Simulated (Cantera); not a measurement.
Feed: 1 mol toluene, 0.38 mol CO2, 1.2 mol H2, equilibrated at 2098 K and 1 atm.

Equilibrium computed with Cantera from the NASA thermochemical tables; the gas is ideal and each condensed phase is pure. Candidate condensed phases: C, C6H6, C7H8, C8H18, H2O; 110 gas species. Equilibrium is a limit: real reactors are often held back by kinetics, nucleation or transport.

Base state: H2 0.868, CO 0.127, H 0.00285, C2H2 (acetylene) 0.00124, CH4 0.000253, CH3 1.62e-5 (mole fractions); condensed: C(graphite).

Question: What changes in the equilibrium state with this change: temperature from 2098 K to 673 K?

Answer: 
```
species             before     after
----------------  --------  --------
CH4               0.000253     0.587
H2O                9.06e-6     0.205
H2                   0.868     0.195
CO2                2.69e-7    0.0122
CO                   0.127  0.000954
H                  0.00285     <1e-9
C2H2 (acetylene)   0.00124     <1e-9
CH3                1.62e-5     <1e-9
C(graphite), mol      6.60      5.40
```
